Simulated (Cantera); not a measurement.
Input: 1 mol TEOS, 5.5 mol CO2, equilibrated at 0.143 Torr.

Method: chemical equilibrium by Gibbs-energy minimisation in Cantera with the NASA 1993 tables (ideal gas, pure condensed phases). Candidate condensed phases: C, C6H6, C7H8, C8H18, H2O, Si, SiC, SiO2; 123 gas species. The feed counts by its element totals alone. Mutual solubility and eutectic melting of coexisting phases are not modelled. The tables hold silica as quartz up to 1696 K and as liquid above; real silica turns to tridymite and cristobalite and melts near 1996 K. Rates play no part.

Which condensed phases are stable at each of these points (T (K)): 950, 1000, 1050, 1100, 1150, 1200, 1250, 1300, 1350, 1400, 1450, 1500, 1550?


```json
[
 {"T (K)": "950", "condensed phases": "C(graphite) + SiO2(β-quartz)", "Si condensed (%)": "100.0"},
 {"T (K)": "1000", "condensed phases": "C(graphite) + SiO2(β-quartz)", "Si condensed (%)": "100.0"},
 {"T (K)": "1050", "condensed phases": "C(graphite) + SiO2(β-quartz)", "Si condensed (%)": "100.0"},
 {"T (K)": "1100", "condensed phases": "C(graphite) + SiO2(β-quartz)", "Si condensed (%)": "100.0"},
 {"T (K)": "1150", "condensed phases": "C(graphite) + SiO2(β-quartz)", "Si condensed (%)": "100.0"},
 {"T (K)": "1200", "condensed phases": "C(graphite) + SiO2(β-quartz)", "Si condensed (%)": "99.9"},
 {"T (K)": "1250", "condensed phases": "SiC(s) + SiO2(β-quartz)", "Si condensed (%)": "98.5"},
 {"T (K)": "1300", "condensed phases": "SiC(s) + SiO2(β-quartz)", "Si condensed (%)": "91.2"},
 {"T (K)": "1350", "condensed phases": "SiC(s) + SiO2(β-quartz)", "Si condensed (%)": "53.1"},
 {"T (K)": "1400", "condensed phases": "SiO2(β-quartz)", "Si condensed (%)": "50.0"},
 {"T (K)": "1450", "condensed phases": "SiO2(β-quartz)", "Si condensed (%)": "49.8"},
 {"T (K)": "1500", "condensed phases": "SiO2(β-quartz)", "Si condensed (%)": "49.3"},
 {"T (K)": "1550", "condensed phases": "SiO2(β-quartz)", "Si condensed (%)": "47.5"}
]
```

From 950 K to 1200 K the condensed part is C(graphite) + SiO2(β-quartz). From 1250 K to 1350 K the condensed part is SiC(s) + SiO2(β-quartz). From 1400 K to 1550 K the condensed part is SiO2(β-quartz).
